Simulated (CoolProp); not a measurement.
Properties of vinyl chloride at several states (Tc = 151.9 °C, pc = 5.600 MPa, ω = 0.160).

Computed with CoolProp (reference Helmholtz-energy equation of state, Thol 2022).

```
T (°C)   p (MPa)   phase        Z  cp (kJ/(kg K))  Joule-Thomson coefficient (K/MPa)  fugacity coefficient
-------  -------  ------  -------  --------------  ---------------------------------  --------------------
-21.65     0.334  liquid  0.01014           1.476                            -0.3789                0.2149
4.95       0.486  liquid  0.01402           1.499                            -0.3269                0.4092
-1.65      0.104     gas   0.9744          0.8348                              35.85                0.9750
86.95     0.0424     gas   0.9958          0.9768                              15.19                0.9959
-137.45    0.428  liquid  0.01982           1.743                            -0.3667              3.639e-6
```
